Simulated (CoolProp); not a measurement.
Vapour-liquid equilibrium of propylene (1) + n-heptane (2) at 0.295 MPa; x and y are mole fractions of (1).

Values from CoolProp's multi-fluid Helmholtz-energy mixture model, Lemmon 2013 and Span 2003; pair parameters Bell 2016.

| x | bubble temperature (°C) | y at the bubble point | dew temperature at overall composition x (°C) | liquid density (mol/L) |
|---|---|---|---|---|
| 0.05 | 104.2 | 0.590 | 137.1 | 6.221 |
| 0.125 | ? | 0.906 | 133.5 | 6.905 |
| 0.2 | 34.2 | 0.971 | 129.6 | 7.457 |
| 0.275 | ? | 0.988 | 125.6 | ? |
| 0.35 | 8.0 | 0.994 | 121.2 | 8.418 |
| 0.425 | 0.9 | 0.996 | 116.5 | 8.891 |
| 0.5 | -4.1 | 0.997 | ? | 9.379 |
| 0.575 | -7.8 | 0.998 | 105.5 | 9.892 |
| 0.65 | -10.7 | 0.999 | 98.8 | 10.44 |
| 0.725 | ? | 0.999 | 90.9 | 11.02 |
| 0.8 | -15.3 | 0.999 | 81.2 | ? |
| 0.875 | -17.4 | 1.000 | 67.9 | 12.36 |
| 0.95 | -19.5 | 1.000 | 45.4 | 13.12 |

Problem. Some entries are withheld; supply them.

Solution. 
- 0.125, bubble temperature (°C): 60.4
- 0.275, bubble temperature (°C): 18.3
- 0.275, liquid density (mol/L): 7.947
- 0.5, dew temperature at overall composition x (°C): 111.3
- 0.725, bubble temperature (°C): -13.2
- 0.8, liquid density (mol/L): 11.66

No azeotrope shows between x = 0.05 and 0.95.

The pair parameters rest on a limited set of measurements; away from them the model extrapolates. The gap from Raoult's law changes sign with composition, which may be real or a fault of the pair parameters; it wasn't checked against measurements.
